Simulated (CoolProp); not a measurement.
The fluid at 298.15 K and 0.478 MPa expands adiabatically to 0.082 MPa with isentropic efficiency 0.8. The same conditions are run with several fluids, on thermodynamics alone (safety and materials aside).

The numbers come from the reference Helmholtz-energy equation of state of each fluid (carbonyl sulfide: Lemmon 2006; dry air: Lemmon 2000; R13: Platzer 1990; hydrogen sulfide: Lemmon 2006) in CoolProp. The equations of Platzer and Polt are older, rougher fits. Blends and air are pseudo-pure fits.

| fluid | work (kJ/kg) | final temperature (K) | final density (kg/m³) |
|---|---|---|---|
| carbonyl sulfide | 46.7 | 219.7 | 2.76 |
| dry air | 94.5 | 203.3 | 1.41 |
| R13 | 28.9 | 246.2 | 4.24 |
| hydrogen sulfide | 81.0 | 211.0 | 1.62 |
